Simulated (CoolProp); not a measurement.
Vapour-liquid equilibrium of propylene (1) + n-heptane (2) at 0.165 MPa; x and y are mole fractions of (1).

Model: multi-fluid Helmholtz-energy mixture model, Lemmon 2013 and Span 2003; pair parameters Bell 2016, in CoolProp.

```json
[
 {"x": "0.05", "bubble temperature, mixture model (K)": "346.6", "bubble temperature, Raoult's law (K)": "336.4", "y, mixture model": "0.724", "y, Raoult's law": "0.818"},
 {"x": "0.125", "bubble temperature, mixture model (K)": "303.7", "bubble temperature, Raoult's law (K)": "302.0", "y, mixture model": "0.954", "y, Raoult's law": "0.961"},
 {"x": "0.2", "bubble temperature, mixture model (K)": "281.5", "bubble temperature, Raoult's law (K)": "284.7", "y, mixture model": "0.987", "y, Raoult's law": "0.985"},
 {"x": "0.275", "bubble temperature, mixture model (K)": "268.5", "bubble temperature, Raoult's law (K)": "273.8", "y, mixture model": "0.994", "y, Raoult's law": "0.993"},
 {"x": "0.35", "bubble temperature, mixture model (K)": "260.1", "bubble temperature, Raoult's law (K)": "266.0", "y, mixture model": "0.997", "y, Raoult's law": "0.996"},
 {"x": "0.425", "bubble temperature, mixture model (K)": "254.4", "bubble temperature, Raoult's law (K)": "260.1", "y, mixture model": "0.998", "y, Raoult's law": "0.998"},
 {"x": "0.5", "bubble temperature, mixture model (K)": "250.4", "bubble temperature, Raoult's law (K)": "255.3", "y, mixture model": "0.999", "y, Raoult's law": "0.999"},
 {"x": "0.575", "bubble temperature, mixture model (K)": "247.4", "bubble temperature, Raoult's law (K)": "251.3", "y, mixture model": "0.999", "y, Raoult's law": "0.999"},
 {"x": "0.65", "bubble temperature, mixture model (K)": "245.2", "bubble temperature, Raoult's law (K)": "248.0", "y, mixture model": "0.999", "y, Raoult's law": "0.999"},
 {"x": "0.725", "bubble temperature, mixture model (K)": "243.3", "bubble temperature, Raoult's law (K)": "245.1", "y, mixture model": "1.000", "y, Raoult's law": "1.000"},
 {"x": "0.8", "bubble temperature, mixture model (K)": "241.5", "bubble temperature, Raoult's law (K)": "242.5", "y, mixture model": "1.000", "y, Raoult's law": "1.000"},
 {"x": "0.875", "bubble temperature, mixture model (K)": "239.9", "bubble temperature, Raoult's law (K)": "240.2", "y, mixture model": "1.000", "y, Raoult's law": "1.000"},
 {"x": "0.95", "bubble temperature, mixture model (K)": "238.1", "bubble temperature, Raoult's law (K)": "238.1", "y, mixture model": "1.000", "y, Raoult's law": "1.000"}
]
```

The largest gap from Raoult's law is +10.2 K in bubble temperature, at x = 0.05. No azeotrope shows between x = 0.05 and 0.95.

Pair parameters are fitted to limited data, so mixtures are less certain than the pure fluids. The gap from Raoult's law changes sign with composition, which may be real or a fault of the pair parameters; it wasn't checked against measurements.
